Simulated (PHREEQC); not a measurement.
## Brine: speciation

A solution holds 0.22 mol/kgw MgSO4, 4.2e-05 mol/kgw CaCl2 and 4.1e-05 mol/kgw H4SiO4, at 25 °C. Closed to the air; pH follows from the charge balance.

All values are PHREEQC results (Pitzer model, pitzer.dat), not measurements.

This is a speciation only: nothing precipitates in the calculation.

Estimate the pH.

pH 6.76.

Species that the database lacks are ignored.
